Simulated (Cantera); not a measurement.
Feed: 1 mol CH4, 0.087 mol O2, 0.73 mol N2, equilibrated at 2550 K and 750 Torr.

Method: chemical equilibrium by Gibbs-energy minimisation in Cantera with the NASA 1993 tables (ideal gas, pure condensed phases). Candidate condensed phases: C, C6H6, C7H8, C8H18, H2O; 136 gas species. Rates play no part.

Base state: H2 0.642, N2 0.231, CO 0.0592, HCN 0.0308, H 0.0250, C2H2 (acetylene) 0.00853, HNC 0.00382, CN 7.44e-5 (mole fractions); condensed: C(graphite).

**Question.** What changes in the equilibrium state with this change: O2 from 0.087 to 1.1 mol?

**Answer.** 
| species | before | after |
|---|---|---|
| H2O | 8.17e-7 | 0.275 |
| H2 | 0.642 | 0.247 |
| CO | 0.0592 | 0.226 |
| CO2 | 1.19e-8 | 0.0397 |
| HCN | 0.0308 | 7.64e-8 |
| H | 0.0250 | 0.0155 |
| N2 | 0.231 | 0.194 |
| C2H2 (acetylene) | 0.00853 | <1e-9 |
| OH | 6.98e-9 | 0.00378 |
| HNC | 0.00382 | 9.46e-9 |
| NO | <1e-9 | 0.000228 |
| C(graphite), mol | 0.673 | 0 |
